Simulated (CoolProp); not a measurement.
Properties of carbon dioxide along the isobar 16.4 bar.

The numbers come from the reference Helmholtz-energy equation of state, Span 1996 in CoolProp.

```csv
T (K),phase,Z,speed of sound (m/s),Joule-Thomson coefficient (K/MPa),isothermal compressibility (1/MPa),conductivity (mW/(m K)),Prandtl number
272.9,gas,0.8797,241.0,13.95,0.7031,16.0,0.896
290.9,gas,0.9053,(withheld),11.74,0.6787,17.2,0.852
308.9,gas,0.9238,262.0,10.03,0.6629,18.5,0.825
326.9,gas,0.9378,271.1,8.678,(withheld),19.8,0.806
344.9,gas,0.9487,279.6,7.581,0.6436,21.2,0.793
362.9,gas,0.9573,287.6,6.680,0.6374,22.5,0.783
380.9,gas,0.9642,295.2,5.930,(withheld),23.9,0.775
398.9,gas,0.9699,302.5,5.298,0.6287,25.4,0.768
416.9,gas,0.9746,309.6,4.762,0.6256,26.8,0.763
434.9,gas,0.9784,316.3,4.301,0.6231,28.2,0.759
452.9,gas,0.9817,322.9,3.902,0.6210,29.7,0.755
471,gas,0.9845,329.4,3.552,0.6192,31.1,0.751
489,gas,0.9869,335.6,3.247,0.6177,32.6,0.749
507,gas,0.9889,341.6,2.977,0.6165,34.0,0.746
```

Problem. Fill in the missing entries.

Solution. 
- 290.9, speed of sound (m/s): 252.1
- 326.9, isothermal compressibility (1/MPa): 0.6517
- 380.9, isothermal compressibility (1/MPa): 0.6326

Viscosity comes from a separate model (Laesecke 2017). Thermal conductivity comes from a separate model (Huber 2016).
